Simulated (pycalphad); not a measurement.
CALPHAD calculation (pycalphad, COST 507 light-alloy database (1999)), 1 atm. The data set is of 1999 and partly superseded.

Molar enthalpy of Si-16.9Al (at.%) in equilibrium (SER reference):

```json
[
 {"T (°C)": "1577", "H (kJ/mol)": "84.02", "phases": "LIQUID"},
 {"T (°C)": "1477", "H (kJ/mol)": "81.23", "phases": "LIQUID"},
 {"T (°C)": "1427", "H (kJ/mol)": "79.83", "phases": "LIQUID"},
 {"T (°C)": "1377", "H (kJ/mol)": "78.43", "phases": "LIQUID"},
 {"T (°C)": "1277", "H (kJ/mol)": "59.39", "phases": "LIQUID + DIAMOND_A4"},
 {"T (°C)": "1177", "H (kJ/mol)": "44.84", "phases": "DIAMOND_A4 + LIQUID"},
 {"T (°C)": "1077", "H (kJ/mol)": "37.15", "phases": "DIAMOND_A4 + LIQUID"},
 {"T (°C)": "977", "H (kJ/mol)": "31.61", "phases": "DIAMOND_A4 + LIQUID"},
 {"T (°C)": "877", "H (kJ/mol)": "27.08", "phases": "DIAMOND_A4 + LIQUID"},
 {"T (°C)": "777", "H (kJ/mol)": "23.11", "phases": "DIAMOND_A4 + LIQUID"},
 {"T (°C)": "677", "H (kJ/mol)": "19.51", "phases": "DIAMOND_A4 + LIQUID"},
 {"T (°C)": "577", "H (kJ/mol)": "13.56", "phases": "DIAMOND_A4 + FCC_A1"},
 {"T (°C)": "527", "H (kJ/mol)": "12.20", "phases": "DIAMOND_A4 + FCC_A1"},
 {"T (°C)": "477", "H (kJ/mol)": "10.86", "phases": "DIAMOND_A4 + FCC_A1"},
 {"T (°C)": "377", "H (kJ/mol)": "8.27", "phases": "DIAMOND_A4 + FCC_A1"},
 {"T (°C)": "277", "H (kJ/mol)": "5.78", "phases": "DIAMOND_A4 + FCC_A1"}
]
```

Cooling from 1377 °C to 577 °C, across the freezing range, releases 64.9 kJ/mol, or 2330 J/g. The slope is 28 J/(mol K) in the liquid and 27 J/(mol K) just below the solidus, where it includes any heat of precipitation. Liquidus 1327 °C, solidus 577 °C. Changes were sought between steps of 50 K, so a narrower field can be missed.

FCC_A1 is fcc; DIAMOND_A4 is diamond (Si).
